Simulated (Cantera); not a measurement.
An isothermal, constant-pressure homogeneous reactor starts with H2 : O2 : N2 = 0.41 : 1 : 0.56 (molar parts), at 1273 K and 0.133 bar.

Detailed kinetics in Cantera: GRI-Mech 3.0 (53 species, 325 reactions). The temperature is held fixed by assumption; the heat of reaction is taken as removed at once.

x: mole fraction; the columns are a selection and need not sum to one.

```tsv
t (s)	x H2	x O2	x N2O	x NO	x H2O2	x H	x NO2
2.00e-6	0.208	0.508	<1e-12	<1e-12	2.20e-12	6.56e-9	<1e-12
1.12e-5	0.208	0.508	<1e-12	<1e-12	6.90e-11	6.05e-8	<1e-12
6.26e-5	0.208	0.507	1.71e-12	<1e-12	7.66e-9	0.000133	<1e-12
0.000350	0.00662	0.432	2.17e-8	3.01e-6	3.07e-6	0.0165	5.75e-10
0.00196	[?]	0.450	[?]	3.37e-6	[?]	[?]	[?]
0.0110	7.37e-6	0.450	4.71e-8	3.36e-6	1.38e-7	6.20e-7	2.12e-8
0.0613	6.97e-7	0.450	4.83e-8	3.37e-6	2.41e-8	2.10e-8	1.33e-8
0.343	1.08e-7	0.450	4.54e-8	3.37e-6	4.92e-9	1.37e-9	1.35e-8
1.92	5.11e-8	0.450	[?]	3.36e-6	2.54e-9	4.48e-10	2.16e-8
10.7	5.08e-8	0.450	5.98e-9	3.36e-6	2.53e-9	4.43e-10	2.18e-8
60.0	5.08e-8	0.450	4.80e-9	3.36e-6	2.53e-9	4.43e-10	2.18e-8
```

### Question
What belongs in the gaps?

### Answer

- 0.00196, x H2: 0.000189
- 0.00196, x N2O: 4.19e-8
- 0.00196, x H2O2: 9.02e-7
- 0.00196, x H: 6.47e-5
- 0.00196, x NO2: 1.09e-8
- 1.92, x N2O: 2.87e-8
